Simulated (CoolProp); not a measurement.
Saturated liquid density (kg/m³) of carbon dioxide: the reference equation beside estimates from Tc = 304.1 K, pc = 7.377 MPa, ω = 0.224. Rackett uses Z = 0.29056 − 0.08775 ω.

The numbers come from the reference Helmholtz-energy equation of state, Span 1996 in CoolProp.

| T (K) | reference | Rackett | Soave-Redlich-Kwong |
|---|---|---|---|
| 225.7 | ___ | 1150 | 1051 |
| 233.1 | 1117 | ___ | 1021 |
| 240.4 | 1087 | 1093 | 988.7 |
| 247.8 | 1056 | ___ | 953.3 |
| 255.2 | 1022 | 1029 | ___ |
| 262.6 | 985.8 | 992.8 | ___ |
| 270 | 945.8 | 953.5 | 826.2 |
| 277.4 | 900.9 | ___ | 773.6 |
| 284.8 | 848.6 | 858.6 | 712.9 |
| 292.2 | 783.3 | 795.4 | 639.1 |

Problem. Some entries are withheld; supply them.

Solution. 
- 225.7, reference: 1145
- 233.1, Rackett: 1122
- 247.8, Rackett: 1062
- 255.2, Soave-Redlich-Kwong: 914.9
- 262.6, Soave-Redlich-Kwong: 872.8
- 277.4, Rackett: 909.6

Absolute difference from the reference over all 10 rows, mean and median: Rackett 0.8 and 0.7 %, Soave-Redlich-Kwong 11.9 and 11.0 %.
